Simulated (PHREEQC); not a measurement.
Dissolve 3.4 mol/kgw MgCl2 and 0.76 mol/kgw KCl at 25 °C. Closed to the air; pH follows from the charge balance.

Model: Pitzer model, pitzer.dat, run in PHREEQC.

No solid was allowed to form.

Task: What activity of water does the model give?

Result: activity of water 0.632.
